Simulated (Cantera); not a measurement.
A Cantera script and its output.

```python
import numpy as np
import cantera as ct

gas = ct.Solution("gri30.yaml")


def delay(T, t_max=10):
    gas.TPX = T, 3000000, {'CO': 1, 'H2': 0.57, 'CH4': 0.035, 'O2': 1.02, 'N2': 2.85}
    reactor = ct.IdealGasConstPressureReactor(gas, clone=False)
    net = ct.ReactorNet([reactor])
    net.rtol, net.atol = 1e-8, 1e-16
    while net.time < t_max:
        t_old, T_old = net.time, reactor.T
        net.step()
        if reactor.T > T + 400:  # ignition: a rise of 400 K
            return t_old + (T + 400 - T_old) / (reactor.T - T_old) * (net.time - t_old)
    return np.nan


taus = []
for T in [1225, 1300, 1375, 1450, 1525, 1600, 1675]:
    taus.append(delay(T))
    print(f"T0 = {T:6g} K   tau = {taus[-1]:.4e} s")
```

Result:

```
T0 =   1225 K   tau = 3.9445e-05 s
T0 =   1300 K   tau = 1.1738e-05 s
T0 =   1375 K   tau = 3.9279e-06 s
T0 =   1450 K   tau = 1.6850e-06 s
T0 =   1525 K   tau = 9.4424e-07 s
T0 =   1600 K   tau = 6.2907e-07 s
T0 =   1675 K   tau = 4.6422e-07 s
```

Cantera simulation using GRI-Mech 3.0 (53 species, 325 reactions); the numbers are that mechanism's predictions, not measurements. The pressure lies above the range GRI-Mech 3.0 was tuned for (to about 10 atm).
